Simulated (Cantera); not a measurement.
Input: 1 mol PbO, 0.85 mol H2, equilibrated at 0.0770 bar.

Equilibrium computed with Cantera from the NASA thermochemical tables; the gas is ideal and each condensed phase is pure. Candidate condensed phases: H2O, Pb, PbO, PbO2, Pb3O4; 12 gas species. Each liquid is taken as pure. Mutual solubility and eutectic melting of coexisting phases are not modelled. Gases not in the tables: (PbO)n polymers. Rates play no part. All values below are at 1077 °C.

Base state: H2O 0.922, Pb 0.0635, PbO 0.0135, H2 0.000553 (mole fractions); condensed: Pb(l) + PbO(l).

Task: What changes in the equilibrium state with this change: pressure from 0.0770 bar to 1 atm?

Result: 
```tsv
species	before	after
H2O	0.922	0.994
Pb	0.0635	0.00483
PbO	0.0135	0.00102
H2	0.000553	0.000596
Pb(l), mol	0.791	0.845
PbO(l), mol	0.138	0.150
```
